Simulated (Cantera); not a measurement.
**Adiabatic ignition**

An adiabatic, constant-pressure homogeneous reactor starts with 49.2 % H2, 10.7 % O2, 40.2 % N2, equivalence ratio 2.3, at 1500 K and 5.00 bar.

Detailed kinetics in Cantera: the H2/O2 subset of GRI-Mech 3.0, which has no nitrogen chemistry. The hydrogen kinetics of GRI-Mech 3.0 are dated; newer H2 mechanisms differ, most at raised pressure.

```csv
t (s),T (K),x H2,x O2,x H,x H2O,x O,x H2O2,x OH
9.00e-6,2622,0.283,0.000361,0.0512,0.220,0.00110,1.71e-7,0.00942
2.06e-5,2787,0.295,0.000122,0.0291,0.228,0.000387,8.54e-8,0.00623
4.73e-5,2832,0.298,7.65e-5,0.0231,0.230,0.000248,6.04e-8,0.00513
0.000109,2834,0.299,7.41e-5,0.0227,0.230,0.000240,5.89e-8,0.00506
0.000249,2834,0.299,7.41e-5,0.0227,0.230,0.000240,5.89e-8,0.00506
0.000571,2834,0.299,7.41e-5,0.0227,0.230,0.000240,5.89e-8,0.00506
0.00131,2834,0.299,7.41e-5,0.0227,0.230,0.000240,5.89e-8,0.00506
0.00300,2834,0.299,7.41e-5,0.0227,0.230,0.000240,5.89e-8,0.00506
0.00688,2834,0.299,7.41e-5,0.0227,0.230,0.000240,5.89e-8,0.00506
0.0158,2834,0.299,7.41e-5,0.0227,0.230,0.000240,5.89e-8,0.00506
0.0362,2834,0.299,7.41e-5,0.0227,0.230,0.000240,5.89e-8,0.00506
0.0829,2834,0.299,7.41e-5,0.0227,0.230,0.000240,5.89e-8,0.00506
0.190,2834,0.299,7.41e-5,0.0227,0.230,0.000240,5.89e-8,0.00506
0.436,2834,0.299,7.41e-5,0.0227,0.230,0.000240,5.89e-8,0.00506
1.00,2834,0.299,7.41e-5,0.0227,0.230,0.000240,5.89e-8,0.00506
```
x: mole fraction; the columns are a selection and need not sum to one.

```yaml
time_of_steepest_temperature_rise: 3.09 µs
temperature at 1.00 s: 2834 K
equilibrium_temperature: 2834 K
x(H2) at 1.00 s: 0.299 (gas-phase equilibrium 0.299)
x(O2) at 1.00 s: 7.41e-5 (gas-phase equilibrium 7.41e-5)
x(H) at 1.00 s: 0.0227 (gas-phase equilibrium 0.0227)
```
